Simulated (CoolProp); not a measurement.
The fluid at 417.4 K and 2.42 MPa expands adiabatically to 0.315 MPa with isentropic efficiency 0.9. The same conditions are run with several fluids, on thermodynamics alone (safety and materials aside).

The numbers come from the reference Helmholtz-energy equation of state of each fluid (propylene: Lemmon 2013; sulfur dioxide: Gao 2016; propane: Lemmon 2009; hydrogen sulfide: Lemmon 2006; ethane: Bücker 2006) in CoolProp.

| fluid | work (kJ/kg) | final temperature (K) | final phase | final density (kg/m³) |
|---|---|---|---|---|
| propylene | 124 | 333.6 | gas | 4.94 |
| sulfur dioxide | 73.0 | 291.8 | two-phase, vapour fraction 0.979 | 9.03 |
| propane | 120 | 343.3 | gas | 5.03 |
| hydrogen sulfide | 139 | 266.5 | gas | 5.02 |
| ethane | 177 | 320.9 | gas | 3.62 |
